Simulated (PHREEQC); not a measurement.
Solution (20 °C): 2.4 mmol/kgw HF and 6.5 mmol/kgw (CH3)4NF. Closed to the air; pH follows from the charge balance.

Model: ion-association model, phreeqc.dat, run in PHREEQC.

```yaml
pH: 3.61
ionic_strength: 0.00677 mol/kgw
total_alkalinity: -2.40 meq/kg
```

| species | molality | activity | log γ |
|---|---|---|---|
| F- | 0.00671 | 0.00615 | -0.038 |
| (CH3)4N+ | 0.00650 | 0.00596 | -0.038 |
| HF | 0.00208 | 0.00209 | 0.001 |
| H+ | 0.000267 | 0.000247 | -0.033 |
| HF2- | 5.14e-5 | 4.72e-5 | -0.037 |

No solid was allowed to form. (CH3)4N+ isn't in the database: it is added as a free cation with an ion size of 4 Å.
